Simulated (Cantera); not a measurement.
**Thermodynamics of carbon deposition, reforming and gasification, feed CH4 + H2O**

Charge: 1 mol CH4, a varied amount of H2O, equilibrated at 1675 °C and 11.0 Pa.

Cantera equilibrium calculation (NASA polynomials, part measured and part estimated; ideal gas, pure solids and liquids). Candidate condensed phases: C, C6H6, C7H8, C8H18, H2O; 110 gas species. The numbers say what is thermodynamically allowed, not how fast it happens.

```csv
n(H2O) (mol),x H2,x H2O,x CO,x H,x CO2,x OH,n C(graphite)
0.029,0.885,1.89e-10,0.0134,0.101,<1e-12,1.96e-12,0.969
0.049,0.876,3.10e-10,0.0222,0.101,1.79e-12,3.23e-12,0.949
0.082,0.863,4.96e-10,0.0360,0.100,4.71e-12,5.20e-12,0.916
0.14,0.842,7.84e-10,0.0584,0.0989,1.24e-11,8.33e-12,0.858
0.24,0.810,1.19e-9,0.0921,0.0970,3.08e-11,1.29e-11,0.758
0.4,0.769,1.67e-9,0.136,0.0945,6.73e-11,1.86e-11,0.598
0.68,0.715,2.20e-9,0.193,0.0911,1.36e-10,2.54e-11,0.317
1.2,0.644,0.0417,0.224,0.0864,0.00331,0.000506,0
2,0.550,0.176,0.179,0.0799,0.0130,0.00231,0
3.3,0.446,0.324,0.131,0.0720,0.0216,0.00472,0
```
x: gas mole fraction; n: condensed amount in mol.

From 0.029 mol H2O to 0.68 mol H2O the condensed part is C(graphite). From 1.2 mol H2O to 3.3 mol H2O nothing is condensed. The main C-bearing gas is CO throughout.
